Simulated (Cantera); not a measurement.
An isothermal, constant-pressure homogeneous reactor starts with CO : O2 : H2O : N2 = 0.001 : 0.0031 : 0.024 : 1 (molar parts), equivalence ratio 0.16, at 1475 K and 0.138 atm. Integrator tolerance rtol = 1e-08.

Detailed kinetics in Cantera: GRI-Mech 3.0 (53 species, 325 reactions).

**Question.** What does this change do: O2 0.0031 to 0.0014 parts?

**Answer.** 
| quantity | before | after |
|---|---|---|
| x(CO) at 30.0 s | 1.74e-7 (gas-phase equilibrium 1.76e-7) | 3.31e-7 (gas-phase equilibrium 3.03e-7) |
| x(O2) at 30.0 s | 0.00253 (gas-phase equilibrium 0.00246) | 0.000875 (gas-phase equilibrium 0.000838) |
| x(H2O) at 30.0 s | 0.0233 (gas-phase equilibrium 0.0233) | 0.0234 (gas-phase equilibrium 0.0234) |
| x(NO2) at 30.0 s | 4.57e-11 (gas-phase equilibrium 3.05e-8) | 3.06e-11 (gas-phase equilibrium 1.04e-8) |
| x(CO2) at 30.0 s | 0.000973 (gas-phase equilibrium 0.000973) | 0.000974 (gas-phase equilibrium 0.000974) |
| x(OH) at 30.0 s | 1.65e-5 (gas-phase equilibrium 1.63e-5) | 1.33e-5 (gas-phase equilibrium 1.25e-5) |
| x(H) at 30.0 s | 4.53e-8 (gas-phase equilibrium 4.56e-8) | 6.95e-8 (gas-phase equilibrium 5.97e-8) |

**Question.** What does this change do: temperature 1475 to 1500 K?

**Answer.** 
```
quantity                                             before                                      after
----------------  -----------------------------------------  -----------------------------------------
x(CO) at 30.0 s     1.74e-7 (gas-phase equilibrium 1.76e-7)    2.55e-7 (gas-phase equilibrium 2.59e-7)
x(O2) at 30.0 s     0.00253 (gas-phase equilibrium 0.00246)    0.00253 (gas-phase equilibrium 0.00245)
x(H2O) at 30.0 s      0.0233 (gas-phase equilibrium 0.0233)      0.0233 (gas-phase equilibrium 0.0233)
x(NO2) at 30.0 s   4.57e-11 (gas-phase equilibrium 3.05e-8)   5.79e-11 (gas-phase equilibrium 3.19e-8)
x(CO2) at 30.0 s  0.000973 (gas-phase equilibrium 0.000973)  0.000973 (gas-phase equilibrium 0.000973)
x(OH) at 30.0 s     1.65e-5 (gas-phase equilibrium 1.63e-5)    2.05e-5 (gas-phase equilibrium 2.04e-5)
x(H) at 30.0 s      4.53e-8 (gas-phase equilibrium 4.56e-8)    7.29e-8 (gas-phase equilibrium 7.34e-8)
```
